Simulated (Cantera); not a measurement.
A freely propagating, adiabatic, planar premixed flame of 22.3 % H₂, 21.0 % O₂, 56.8 % N₂, unburnt at 675 K and 100.0 Torr; multicomponent+Soret transport, grid criteria slope 0.08 and curve 0.16, no radiation.

Detailed kinetics in Cantera: the H2/O2 subset of GRI-Mech 3.0, which has no nitrogen chemistry. Burning velocities carry a grid error of a few per cent, more on coarse grids. Lean hydrogen flames are cellular in practice and burn faster than this planar one.

x: mole fraction of selected species; z is measured from the peak of heat release.

| z (mm) | T (K) | u (m/s) | x H₂ | x O₂ | x H₂O | x H₂O₂ | x HO₂ | x O |
|---|---|---|---|---|---|---|---|---|
| -18.2 | 675 | 6.54 | 0.223 | 0.210 | <1e-8 | <1e-8 | <1e-8 | <1e-8 |
| -12.2 | 675 | 6.54 | 0.223 | 0.210 | <1e-8 | <1e-8 | <1e-8 | <1e-8 |
| -9.11 | 675 | 6.54 | 0.223 | 0.210 | <1e-8 | <1e-8 | <1e-8 | <1e-8 |
| -6.08 | 675 | 6.54 | 0.223 | 0.210 | 1.63e-7 | <1e-8 | 1.01e-6 | 2.57e-8 |
| -3.04 | 683 | 6.60 | 0.220 | 0.210 | 0.000674 | 4.45e-7 | 5.09e-5 | 1.99e-5 |
| -1.52 | … | 7.48 | … | 0.207 | … | … | … | … |
| 0 | 1108 | 10.3 | 0.0865 | 0.166 | 0.0974 | 1.36e-6 | 2.28e-5 | 0.00981 |
| 1.52 | 1368 | 12.6 | 0.0234 | 0.119 | 0.173 | 1.25e-6 | 1.37e-5 | 0.0232 |
| 3.04 | 1492 | 13.6 | 0.0193 | 0.113 | 0.184 | 8.36e-7 | 1.08e-5 | 0.0245 |
| 6.08 | 1633 | 14.8 | 0.0183 | 0.110 | 0.193 | 4.58e-7 | 8.33e-6 | 0.0227 |
| 12.2 | 1781 | 15.9 | 0.0161 | 0.108 | 0.202 | 2.35e-7 | 6.15e-6 | 0.0192 |
| 24.3 | 1922 | 17.0 | 0.0127 | 0.107 | 0.213 | 1.30e-7 | 4.29e-6 | 0.0147 |
| 48.6 | 2048 | 18.0 | … | 0.107 | 0.223 | … | … | … |

Q: What belongs in the gaps?

A: 
- -1.52, T (K): 784
- -1.52, x H₂: 0.195
- -1.52, x H₂O: 0.0121
- -1.52, x H₂O₂: 6.08e-7
- -1.52, x HO₂: 3.92e-5
- -1.52, x O: 0.000544
- 48.6, x H₂: 0.00880
- 48.6, x H₂O₂: 8.31e-8
- 48.6, x HO₂: 3.01e-6
- 48.6, x O: 0.00981
